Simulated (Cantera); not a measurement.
What does this Cantera script print?

```python
import numpy as np
import cantera as ct

gas_names = """
    CL CL2 H HCL H2 Si SiCL SiCL2 SiCL3 SiCL4 SiH SiHCL3 SiH2 SiH2CL2 SiH3 SiH3CL SiH4 Si2 Si3
""".split()
cond_names = """
    Si(cr) Si(L)
""".split()


# ... load() reads the species with a 1 bar reference pressure and builds the phases ...
atoms = {
    'Si': {'Si': 1},
    'HCl': {'H': 1, 'CL': 1},
    'H2': {'H': 2},
    'Cl2': {'CL': 2},
}
top_T = {}  # K; cautious upper limits of use, not melting points


# ... equilibrate(T, P, feed) seeds the gas with the atoms and calls Mixture.equilibrate('TP', solver="vcs", rtol=1e-11, max_steps=5000) ...
results = []
feed = {'Si': 1, 'HCl': 1.3, 'H2': 18, 'Cl2': 1.4}  # mol
T = 1273  # K
P = 140000  # Pa
mix = equilibrate(T, P, feed)
results.append((T, P, feed, dict(zip(mix.species_names, mix.species_moles))))
print(gas.report(threshold=1e-06))
for i in range(1, mix.n_phases):
    print(f"{mix.phase(i).name:16s} {mix.phase_moles(i):12.5e} mol")
```

Output:

```
       temperature   1273 K
          pressure   1.4e+05 Pa
           density   0.14035 kg/m^3
  mean mol. weight   10.611 kg/kmol
   phase of matter   gas

                          1 kg             1 kmol
                     ---------------   ---------------
          enthalpy         2.388e+05        2.5339e+06  J
   internal energy       -7.5868e+05       -8.0504e+06  J
           entropy             17970        1.9067e+05  J/K
    Gibbs function       -2.2636e+07        -2.402e+08  J
 heat capacity c_p            3277.3             34775  J/K
 heat capacity c_v            2493.7             26461  J/K

                      mass frac. Y      mole frac. X     chem. pot. / RT
                     ---------------   ---------------   ---------------
               HCL           0.15005          0.043671            -36.44
                H2           0.17223            0.9065             -17.9
             SiCL2          0.050754         0.0054407           -59.173
             SiCL3          0.052721         0.0041613           -86.664
             SiCL4           0.33401          0.020862           -114.15
            SiHCL3           0.22092          0.017308           -95.614
           SiH2CL2          0.018917         0.0019874           -77.073
            SiH3CL        0.00039959        6.3703e-05           -58.532
     [  +11 minor]        2.8653e-06        1.4979e-06

Si(cr)            1.05033e-02 mol
```

Method: chemical equilibrium by Gibbs-energy minimisation in Cantera with the NASA 1993 tables (ideal gas, pure condensed phases). The tables' values for SiCl3 are old estimates; treat these amounts as uncertain.
